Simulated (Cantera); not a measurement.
A closed system holds: 1 mol SiC, 4.4 mol H2O, 10 mol H2, held at 0.383 Torr.

Method: chemical equilibrium by Gibbs-energy minimisation in Cantera with the NASA 1993 tables (ideal gas, pure condensed phases). Candidate condensed phases: C, C6H6, C7H8, C8H18, H2O, Si, SiC, SiO2; 123 gas species. The tables hold silica as quartz up to 1696 K and as liquid above; real silica turns to tridymite and cristobalite and melts near 1996 K. The numbers say what is thermodynamically allowed, not how fast it happens. All values below are at 1575 K.

Base state: H2 0.844, H2O 0.0888, CO 0.0626, CO2 0.00227, H 0.00169, SiO 0.000251 (mole fractions); condensed: SiO2(β-quartz).

Task: What changes in the equilibrium state with this change: SiC replaced by Si3N4?

Result: 
```
species                before     after
-------------------  --------  --------
H2                      0.844     0.798
N2                          0     0.111
SiO                  0.000251    0.0890
H2O                    0.0888  0.000237
CO                     0.0626         0
CO2                   0.00227         0
H                     0.00169   0.00164
SiO2(β-quartz), mol     0.996      1.40
```
Further candidate phases: Si2N2O, Si3N4.
